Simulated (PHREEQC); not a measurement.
Solution (65 °C): 0.0035 mol CuSO4 and 0.78 mol KCl per kg of water. It is in equilibrium with CO2 at log p = -1 (atm). Otherwise closed; pH follows from the charge balance.

Computed with PHREEQC (ion-association model, wateq4f.dat).

This is a speciation only: nothing precipitates in the calculation.

### Question
Estimate the pH, activity of water.

### Answer
pH 4.53; activity of water 0.973.

### Question
In which forms is Cu present?

### Answer
CuCl+ 62 %, Cu+2 27 %, CuCl2 11 % of the Cu.

The ionic strength is past about 0.7 mol/kgw, beyond the range of this activity model, so the values are rough. Species that the database lacks are ignored. Constants without temperature data keep their 25 °C values here.
